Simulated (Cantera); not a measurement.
Cantera run, input and output.

```python
import numpy as np
import cantera as ct

gas = ct.Solution("gri30.yaml")


def delay(T, t_max=10):
    gas.TPX = T, 1000000, {'CH4': 1, 'O2': 1.25, 'N2': 4.7}
    reactor = ct.IdealGasReactor(gas, clone=False)
    net = ct.ReactorNet([reactor])
    net.rtol, net.atol = 1e-8, 1e-16
    while net.time < t_max:
        t_old, T_old = net.time, reactor.T
        net.step()
        if reactor.T > T + 400:  # ignition: a rise of 400 K
            return t_old + (T + 400 - T_old) / (reactor.T - T_old) * (net.time - t_old)
    return np.nan


taus = []
for T in [1075, 1125, 1175, 1225, 1275, 1325, 1375]:
    taus.append(delay(T))
    print(f"T0 = {T:6g} K   tau = {taus[-1]:.4e} s")
```

It prints:

```
T0 =   1075 K   tau = 3.0495e-02 s
T0 =   1125 K   tau = 1.5135e-02 s
T0 =   1175 K   tau = 7.8383e-03 s
T0 =   1225 K   tau = 4.1989e-03 s
T0 =   1275 K   tau = 2.3159e-03 s
T0 =   1325 K   tau = 1.3110e-03 s
T0 =   1375 K   tau = 7.5965e-04 s
```

Model: GRI-Mech 3.0 (53 species, 325 reactions), integrated in Cantera.
